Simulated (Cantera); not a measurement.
A freely propagating, adiabatic, planar premixed flame of H2 : O2 : N2 = 1 : 0.455 : 1.71 (molar parts), equivalence ratio 1.1, unburnt at 575 K and 500000 Pa; mixture-averaged transport, grid criteria slope 0.08 and curve 0.16, no radiation.

Computed with Cantera and the H2/O2 subset of GRI-Mech 3.0, which has no nitrogen chemistry. The hydrogen kinetics of GRI-Mech 3.0 are dated; newer H2 mechanisms differ, most at raised pressure. Burning velocities carry a grid error of a few per cent, more on coarse grids.

How do the results move with these cheaper or finer settings: unity-Lewis-number transport; multicomponent transport; multicomponent+Soret transport; grid criteria slope 0.5, curve 1; grid criteria slope 0.25, curve 0.5; grid criteria slope 0.03, curve 0.06?


```csv
setting,laminar burning velocity,thermal thickness,peak x(H2O2),peak x(OH),grid points
as above,715 cm/s,0.0578 mm,7.38e-5,0.0175,111
unity-Lewis-number transport,511 cm/s,0.0492 mm,3.64e-5,0.0176,104
multicomponent transport,704 cm/s,0.0574 mm,7.43e-5,0.0174,111
multicomponent+Soret transport,659 cm/s,0.0565 mm,7.84e-5,0.0174,111
"grid criteria slope 0.5, curve 1",793 cm/s,0.0707 mm,6.15e-5,0.0181,38
"grid criteria slope 0.25, curve 0.5",752 cm/s,0.0635 mm,6.85e-5,0.0180,48
"grid criteria slope 0.03, curve 0.06",707 cm/s,0.0565 mm,7.59e-5,0.0173,245
```
Unity Lewis numbers drop preferential diffusion, which matters most where H2 and H carry the flame; Soret adds thermal diffusion.
